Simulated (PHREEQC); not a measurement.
A solution holds 0.015 mol ZnSO4 and 0.00088 mol CdBr2 per kg of water, at 65 °C. Closed to the air; pH follows from the charge balance.

Equilibrium calculation in PHREEQC: ion-association model, phreeqc.dat.

This is a speciation only: nothing precipitates in the calculation.

Task: What pH, ionic strength, specific conductance does the model give?

Result: pH 5.23; ionic strength 0.0382 mol/kgw; specific conductance 4060 µS/cm.

Task: In which forms is S present?

Result: SO4-2 57 %, ZnSO4 36 %, Zn(SO4)2-2 4.0 %, CdSO4 2.1 % of the S.

Constants without temperature data keep their 25 °C values here.
